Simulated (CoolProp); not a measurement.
Vapour-liquid equilibrium of isobutane (1) + n-butane (2) at 279.2 K; x and y are mole fractions of (1).

Model: multi-fluid Helmholtz-energy mixture model, Bücker 2006 and Bücker 2006; pair parameters Kunz 2012, in CoolProp.

```csv
x,"bubble pressure, mixture model (kPa)","bubble pressure, Raoult's law (kPa)","y, mixture model","y, Raoult's law"
0.05,132.3,132.3,0.072,0.073
0.2,142.0,141.9,0.269,0.273
0.35,151.6,151.6,0.441,0.447
0.5,161.2,161.3,0.593,0.600
0.65,170.8,170.9,0.730,0.736
0.8,180.5,180.6,0.853,0.857
0.95,190.2,190.3,0.965,0.966
```

The largest gap from Raoult's law is -0.1 % in bubble pressure, at x = 0.65. No azeotrope shows between x = 0.05 and 0.95.

Pair parameters are fitted to limited data, so mixtures are less certain than the pure fluids.
